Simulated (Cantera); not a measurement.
Standard-state values (1 bar) from the NASA 1993 polynomials, evaluated with Cantera. Values are per mole of reaction as written; species without (g) are pure solids or liquids, kept so even where they would boil at 1 bar.

CO2(g) + 2 TaO2(g) = CO(g) + Ta2O5, with ΔH° = -1361.3 kJ and ΔS° = -433.2 J/K at 300 K.

Problem. How far is the shortcut ΔG° ≈ ΔH°(300 K) − T·ΔS°(300 K) from the full temperature-dependent value at 623, 648, 673, 698, 723, 748, 773, 798, 823 K?

Solution. 
```csv
T (K),shortcut (kJ),full (kJ),difference (kJ),difference in log10 K
623,-1091.4,-1096.7,5.3,-0.44
648,-1080.5,-1086.6,6.1,-0.49
673,-1069.7,-1076.6,6.9,-0.53
698,-1058.9,-1066.6,7.7,-0.58
723,-1048.0,-1056.7,8.6,-0.62
748,-1037.2,-1046.8,9.5,-0.67
773,-1026.4,-1036.9,10.5,-0.71
798,-1015.5,-1027.1,11.5,-0.75
823,-1004.7,-1017.3,12.6,-0.80
```
The shortcut ignores the heat-capacity change of the reaction.
